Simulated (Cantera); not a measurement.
A freely propagating, adiabatic, planar premixed flame of 8.90 % CH₄, 19.1 % O₂, 72.0 % N₂, equivalence ratio 0.93, unburnt at 375 K and 30000 Pa; mixture-averaged transport, grid criteria slope 0.08 and curve 0.16, no radiation.

Model: GRI-Mech 3.0 (53 species, 325 reactions), integrated in Cantera. Burning velocities carry a grid error of a few per cent, more on coarse grids.

Task: Predict: laminar burning velocity; thermal thickness; peak x(CH₂); peak x(C₂H₂).

Result: 
```json
{
 "laminar_burning_velocity": "72.1 cm/s",
 "thermal_thickness": "1.12 mm",
 "peak x(CH₂)": "4.03e-5",
 "peak x(C₂H₂)": "5.77e-5"
}
```
